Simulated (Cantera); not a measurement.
Ignition delay

Mixture: CO : H2 : O2 : N2 = 1 : 0.081 : 0.338 : 2.26 (molar parts), at 101000 Pa, adiabatic and at constant volume. Ignition delay is the time to a rise of 400 K.

Detailed kinetics in Cantera: GRI-Mech 3.0 (53 species, 325 reactions). Where the delays flatten at high temperature, the 400 K rule measures the pace of heat release, not the induction time.

| T0 (K) | delay (ms) |
|---|---|
| 1225 | 0.141 |
| 1275 | 0.119 |
| 1325 | 0.104 |
| 1375 | 0.0940 |
| 1425 | 0.0870 |
| 1475 | 0.0825 |
| 1525 | 0.0799 |
| 1575 | 0.0789 |
